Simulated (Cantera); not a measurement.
Feed: 1 mol SiCl4, 3.3 mol NH3, equilibrated at 18.8 Torr.

These are equilibrium values from Cantera (NASA tables, ideal gas, pure condensed phases), not measurements of a reactor. Candidate condensed phases: NH4Cl, Si, Si3N4; 28 gas species. Gases not in the tables: Si2H6 and higher silanes. Rates play no part.

Q: Which condensed phases are stable at each of these points (T (°C)): 725, 825, 925, 1025, 1125, 1225, 1325, 1425, 1525, 1625, 1725, 1825?

A: 
```csv
T (°C),condensed phases,Si condensed (%)
725,Si3N4(s),73.9
825,Si3N4(s),77.0
925,Si3N4(s),79.0
1025,Si3N4(s),78.6
1125,Si3N4(s),71.3
1225,Si3N4(s),50.3
1325,Si3N4(s),18.0
1425,gas only,0.0
1525,gas only,0.0
1625,gas only,0.0
1725,gas only,0.0
1825,gas only,0.0
```

From 725 °C to 1325 °C the condensed part is Si3N4(s). From 1425 °C to 1825 °C nothing is condensed.
